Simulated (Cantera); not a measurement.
Feed: 1 mol n-butane, 0.02 mol CO2, at 10000 Pa.

Equilibrium computed with Cantera from the NASA thermochemical tables; the gas is ideal and each condensed phase is pure. Candidate condensed phases: C, C6H6, C7H8, C8H18, H2O; 131 gas species. Ions and electrons are included (thermal ionisation). Kinetics and transport are ignored.

**Question.** Which condensed phases are stable at each of these points (T (°C)): 2227, 2477, 2727, 2977, 3227, 3477, 3727, 3977, 4227, 4477, 4727?

**Answer.** 
| T (°C) | condensed phases | C condensed (%) |
|---|---|---|
| 2227 | C(graphite) | 96.4 |
| 2477 | C(graphite) | 92.5 |
| 2727 | C(graphite) | 84.3 |
| 2977 | C(graphite) | 51.8 |
| 3227 | gas only | 0.0 |
| 3477 | gas only | 0.0 |
| 3727 | gas only | 0.0 |
| 3977 | gas only | 0.0 |
| 4227 | gas only | 0.0 |
| 4477 | gas only | 0.0 |
| 4727 | gas only | 0.0 |

From 2227 °C to 2977 °C the condensed part is C(graphite). From 3227 °C to 4727 °C nothing is condensed.
